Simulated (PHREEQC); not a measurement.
A PHREEQC input (ion-association model, phreeqc.dat):

```
SOLUTION 1
  temp 20
  units mg/kgw
  pH 6.06 charge
  pe 11
  Na 0.265
  K 0.0812
  Ca 0.249
  Mg 0.139
  Cl 0.516
  S(6) 0.0431 as SO4
  Alkalinity 1.34 as HCO3
  Br 0.0323
  Cu(2) 0.0441
  Pb 0.0595
END
USE solution 1
EQUILIBRIUM_PHASES 1
  Quartz 0 0.5
  CO2(g) -2.5 10
END
```

It stops with these messages:

```
ERROR: pH adustment cannot attain charge balance when alkalinity is fixed.
ERROR: Program terminating due to input errors.
```

The fault: pH asked from the charge balance while alkalinity is fixed. The line should read `pH 6.06` where the input has `pH 6.06 charge`. With the mend the run ends at pH 5.67 and ionic strength 5.41e-5 mol/kgw.
